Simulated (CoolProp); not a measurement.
Vapour-liquid equilibrium of CHF3 (R23) (1) + R125 (2) at -56.05 °C; x and y are mole fractions of (1).

The numbers come from the multi-fluid Helmholtz-energy mixture model, Penoncello 2003 and Lemmon 2005; pair parameters Bell 2016 in CoolProp.

Q: Give the bubble pressure and the first vapour's composition at x = 0.2, 0.65, 0.95. Is there an azeotrope?

A: x = 0.2: 1.258 bar, y = 0.560; x = 0.65: 2.633 bar, y = 0.900; x = 0.95: 3.555 bar, y = 0.988. No azeotrope shows between x = 0.05 and 0.95.

The pair parameters rest on a limited set of measurements; away from them the model extrapolates.
